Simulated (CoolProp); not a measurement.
Computed with CoolProp (reference Helmholtz-energy equation of state, Lemmon 2006). It is a short technical equation, of lower accuracy than the large ones.

Give the vapour pressure (MPa), liquid density (kg/m³), enthalpy of vaporisation (kJ/kg), liquid cp (kJ/(kg K)) of saturated C2F6 (R116) at -38.25 °C.


```csv
T (°C),p (MPa),liquid density (kg/m³),enthalpy of vaporisation (kJ/kg),liquid cp (kJ/(kg K))
-38.25,0.575,1410,96.5,1.07
```
